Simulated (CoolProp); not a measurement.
The fluid at 283.4 K and 0.0069 MPa (gas) is heated at constant pressure to 335.3 K. The same conditions are run with several fluids, on thermodynamics alone (safety and materials aside).

Computed with CoolProp (reference Helmholtz-energy equation of state of each fluid (n-perfluorohexane: Gao 2022; R236FA: Pan 2012; ethane: Bücker 2006; cis-2-butene: Lemmon 2005; carbonyl sulfide: Lemmon 2006)).

```json
[
 {"fluid": "n-perfluorohexane", "heat (kJ/kg)": "(withheld)", "final density (kg/m³)": "0.840"},
 {"fluid": "R236FA", "heat (kJ/kg)": "43.5", "final density (kg/m³)": "(withheld)"},
 {"fluid": "ethane", "heat (kJ/kg)": "(withheld)", "final density (kg/m³)": "0.0744"},
 {"fluid": "cis-2-butene", "heat (kJ/kg)": "(withheld)", "final density (kg/m³)": "0.139"},
 {"fluid": "carbonyl sulfide", "heat (kJ/kg)": "36.3", "final density (kg/m³)": "0.149"}
]
```

**Question.** Fill in the missing entries.

**Answer.** 
- n-perfluorohexane, heat (kJ/kg): 43.2
- R236FA, final density (kg/m³): 0.377
- ethane, heat (kJ/kg): 93.0
- cis-2-butene, heat (kJ/kg): 77.1
